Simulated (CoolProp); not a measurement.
Vapour-liquid equilibrium of propane (1) + cyclopropane (2) at 1900 kPa; x and y are mole fractions of (1).

Model: multi-fluid Helmholtz-energy mixture model, Lemmon 2009 and Polt 1992; pair parameters Bell 2016, in CoolProp. This equation is an older, rougher fit; its heat capacities, sound speeds and derivatives of the liquid may be far off and weren't checked against measurements.

```
x     bubble temperature (°C)  y at the bubble point  dew temperature at overall composition x (°C)  liquid density (mol/L)
----  -----------------------  ---------------------  ---------------------------------------------  ----------------------
0.05                     64.6                  0.065                                           64.9                   12.84
0.2                      61.7                  0.243                                           62.4                   12.32
0.35                     59.3                  0.399                                           60.0                   11.82
0.5                      57.5                  0.542                                           58.0                   11.35
0.65                     56.1                  0.677                                           56.3                   10.90
0.8                      55.2                  0.810                                           55.2                   10.48
0.95                     54.8                  0.950                                           54.8                   10.08
```

No azeotrope shows between x = 0.05 and 0.95.

The pair parameters rest on a limited set of measurements; away from them the model extrapolates.
